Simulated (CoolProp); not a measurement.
A closed Brayton cycle with carbon dioxide: compressor inlet 320.15 K and 9.9 MPa, high pressure 19.5 MPa, turbine inlet 955 K, compressor efficiency 0.8, turbine efficiency 0.9, recuperator effectiveness 0 (on enthalpy, no pinch check). Each further row changes one setting.

Model: reference Helmholtz-energy equation of state, Span 1996, in CoolProp.

```tsv
case	thermal efficiency (%)	net work (kJ/kg)	compressor to turbine work	compressor exit (K)	turbine exit (K)
as stated	10.3	83.2	0.22	358.1	864.6
turbine inlet 905 K	10.3	77.2	(withheld)	358.1	817.7
compressor inlet 330.15 K	(withheld)	(withheld)	(withheld)	382.2	864.6
high pressure 16.6 MPa	8.0	(withheld)	(withheld)	348.9	885.6
recuperator effectiveness 0.5	16.6	83.2	0.22	358.1	864.6
```

Task: Fill in the missing entries.

Result: 
- turbine inlet 905 K, compressor to turbine work: 0.24
- compressor inlet 330.15 K, thermal efficiency (%): 10.0
- compressor inlet 330.15 K, net work (kJ/kg): 75.0
- compressor inlet 330.15 K, compressor to turbine work: 0.30
- high pressure 16.6 MPa, net work (kJ/kg): 65.3
- high pressure 16.6 MPa, compressor to turbine work: 0.21
